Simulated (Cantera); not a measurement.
A closed system holds: 1 mol C6H6, 1.9 mol O2, 12 mol N2, held at 1525 K and 101000 Pa.

These are equilibrium values from Cantera (NASA tables, ideal gas, pure condensed phases), not measurements of a reactor. Candidate condensed phases: C, C6H6, C7H8, C8H18, H2O; 136 gas species. Equilibrium is a limit: real reactors are often held back by kinetics, nucleation or transport.

Base state: N2 0.638, CO 0.202, H2 0.159, HCN 0.000401, CH4 5.86e-5, H2O 4.69e-5, CO2 2.21e-5 (mole fractions); condensed: C(graphite).

Task: What changes in the equilibrium state with this change: temperature from 1525 K to 2798 K?

Result: 
```tsv
species	before	after
N2	0.638	0.607
CO	0.202	0.199
H2	0.159	0.118
HCN	0.000401	0.0368
H	9.38e-6	0.0277
CN	<1e-9	0.000726
C2H	<1e-9	0.000116
C(graphite), mol	2.19	1.20
```
